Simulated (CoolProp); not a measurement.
p-xylene at several states: fugacity coefficient from the reference equation and from simpler models built on Tc = 343.0 °C, pc = 3.532 MPa, ω = 0.324; each cubic takes its own stable root.

Values from CoolProp's reference Helmholtz-energy equation of state, Zhou 2012.

| T (°C) | p (MPa) | phase | reference |
|---|---|---|---|
| 51.95 | 0.0153 | liquid | 0.3098 |
| 224.45 | 0.0548 | gas | 0.9880 |
| 91.75 | 0.0522 | liquid | 0.4549 |
| 24.55 | 3.23 | liquid | 0.0004168 |

**Question.** How far does each simpler model (van der Waals, Redlich-Kwong, Soave-Redlich-Kwong, Peng-Robinson) lie from the reference over these 4 states: mean and median of the absolute difference, and the worst?

**Answer.** 
- van der Waals: mean 1894.9 %, median 168.8 %, worst +7241.7 % at 24.55 °C and 3.23 MPa
- Redlich-Kwong: mean 168.6 %, median 167.6 %, worst +338.8 % at 24.55 °C and 3.23 MPa
- Soave-Redlich-Kwong: mean 3.8 %, median 4.5 %, worst -6.1 % at 51.95 °C and 0.0153 MPa
- Peng-Robinson: mean 0.6 %, median 0.2 %, worst +1.8 % at 24.55 °C and 3.23 MPa

At some of these states van der Waals, Redlich-Kwong gives the other phase, because its saturation line lies elsewhere.
